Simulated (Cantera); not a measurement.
A freely propagating, adiabatic, planar premixed flame of CH4 : H2 : O2 : N2 = 1 : 0.13 : 1.59 : 3.97 (molar parts), equivalence ratio 1.3, unburnt at 625 K and 3750 Torr; multicomponent+Soret transport, grid criteria slope 0.08 and curve 0.16, no radiation.

Detailed kinetics in Cantera: GRI-Mech 3.0 (53 species, 325 reactions). Burning velocities carry a grid error of a few per cent, more on coarse grids.

**Question.** Predict: laminar burning velocity; thermal thickness; peak x(C2H); peak x(HO2); peak x(C2H6).

**Answer.** 
| Property | Value |
|---|---|
| laminar burning velocity | 141 cm/s |
| thermal thickness | 0.0652 mm |
| peak x(C2H) | 6.99e-6 |
| peak x(HO2) | 0.000309 |
| peak x(C2H6) | 0.00185 |
